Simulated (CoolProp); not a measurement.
A closed Brayton cycle with nitrogen: compressor inlet 305.15 K and 5.8 MPa, high pressure 18.4 MPa, turbine inlet 950 K, compressor efficiency 0.8, turbine efficiency 0.93, recuperator effectiveness 0 (on enthalpy, no pinch check). Each further row changes one setting.

The numbers come from the reference Helmholtz-energy equation of state, Span 2000 in CoolProp.

```json
[
 {"case": "as stated", "thermal efficiency (%)": "19.7", "net work (kJ/kg)": "111", "compressor to turbine work": "0.59", "compressor exit (K)": "455.8", "turbine exit (K)": "718.3"},
 {"case": "turbine inlet 900 K", "thermal efficiency (%)": "19.2", "net work (kJ/kg)": "96.9", "compressor to turbine work": "0.62", "compressor exit (K)": "455.8", "turbine exit (K)": "678.6"},
 {"case": "compressor inlet 315.15 K", "thermal efficiency (%)": "19.3", "net work (kJ/kg)": "106", "compressor to turbine work": "___", "compressor exit (K)": "___", "turbine exit (K)": "718.3"},
 {"case": "high pressure 15.6 MPa", "thermal efficiency (%)": "17.6", "net work (kJ/kg)": "___", "compressor to turbine work": "0.56", "compressor exit (K)": "431.0", "turbine exit (K)": "___"},
 {"case": "recuperator effectiveness 0.5", "thermal efficiency (%)": "26.5", "net work (kJ/kg)": "111", "compressor to turbine work": "0.59", "compressor exit (K)": "455.8", "turbine exit (K)": "718.3"}
]
```

**Question.** What belongs in the gaps?

**Answer.** 
- compressor inlet 315.15 K, compressor to turbine work: 0.61
- compressor inlet 315.15 K, compressor exit (K): 470.6
- high pressure 15.6 MPa, net work (kJ/kg): 104
- high pressure 15.6 MPa, turbine exit (K): 747.9
